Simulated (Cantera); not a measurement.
A perfectly stirred reactor is fed with 6.31 % CH4, 0.290 % H2, 19.6 % O2, 73.8 % N2, equivalence ratio 0.65, at 180000 Pa; it is adiabatic with a 750 K inlet, and is followed from long to short residence time, starting on the burning branch (τ in s: 0.037, 0.015, 0.0061, 0.0025, 0.001, 0.00042, 0.00017, 6.9e-05, 2.8e-05, 1.2e-05, 4.7e-06).

Detailed kinetics in Cantera: GRI-Mech 3.0 (53 species, 325 reactions).

Question: Predict: blow-out, bracketed by the residence times tried; x(CH4) at τ = 37.0 ms; x(H2) at τ = 37.0 ms; x(O2) at τ = 37.0 ms; x(CH4) at τ = 0.420 ms; x(H2) at τ = 0.420 ms; x(O2) at τ = 0.420 ms; x(CH2CO) at τ = 0.420 ms.

Answer: 
```
Quantity                                                                       Value
------------------------------------------------  ----------------------------------
blow-out, bracketed by the residence times tried  burning at 69.0 µs, out at 28.0 µs
x(CH4) at τ = 37.0 ms                                                        5.60e-6
x(H2) at τ = 37.0 ms                                                        0.000304
x(O2) at τ = 37.0 ms                                                          0.0681
x(CH4) at τ = 0.420 ms                                                      0.000142
x(H2) at τ = 0.420 ms                                                        0.00249
x(O2) at τ = 0.420 ms                                                         0.0709
x(CH2CO) at τ = 0.420 ms                                                     4.90e-8
```
